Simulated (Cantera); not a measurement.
Mixture: CH₄ : C₂H₆ : O₂ : N₂ = 1 : 0.11 : 3.51 : 13.2 (molar parts), at 27.0 bar, adiabatic and at constant pressure. Ignition delay is the time to a rise of 400 K.

Computed with Cantera and GRI-Mech 3.0 (53 species, 325 reactions). The pressure lies above the range GRI-Mech 3.0 was tuned for (to about 10 atm).

Q: Predict: delay at 1250 K; delay at 1350 K; delay at 1450 K; delay at 1550 K; delay at 1650 K; delay at 1750 K; apparent activation energy between 1550 and 1750 K.

A: 
```json
{
  "delay at 1250 K": "0.282 ms",
  "delay at 1350 K": "95.8 µs",
  "delay at 1450 K": "38.2 µs",
  "delay at 1550 K": "17.1 µs",
  "delay at 1650 K": "8.26 µs",
  "delay at 1750 K": "4.30 µs",
  "apparent activation energy between 1550 and 1750 K": "160 kJ/mol"
}
```
